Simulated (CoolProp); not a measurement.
A simple Rankine cycle with R1224YDZ: condensing at 305.15 K, boiler at 1.9 MPa, turbine inlet 437.6 K, turbine efficiency 0.75, pump efficiency 0.6, no recuperator. Each further row changes one setting.

Computed with CoolProp (reference Helmholtz-energy equation of state, Akasaka 2023).

| case | thermal efficiency (%) | net work (kJ/kg) | heat in (kJ/kg) | turbine exit temperature (K) | volume ratio over the turbine |
|---|---|---|---|---|---|
| as stated | 12.6 | 33.0 | 261 | 382.0 | 10.9 |
| turbine inlet 457.6 K | 12.5 | 35.5 | (withheld) | 403.4 | 10.5 |
| condensing temperature 297.15 K | 13.7 | 37.1 | 270 | 376.8 | 14.3 |
| boiler pressure 1.33 MPa | 11.1 | 29.7 | (withheld) | 393.5 | 7.22 |
| turbine efficiency 0.65 | 10.8 | (withheld) | 261 | (withheld) | 11.0 |

Task: What belongs in the gaps?

Result: 
- turbine inlet 457.6 K, heat in (kJ/kg): 283
- boiler pressure 1.33 MPa, heat in (kJ/kg): 268
- turbine efficiency 0.65, net work (kJ/kg): 28.3
- turbine efficiency 0.65, turbine exit temperature (K): 387.1
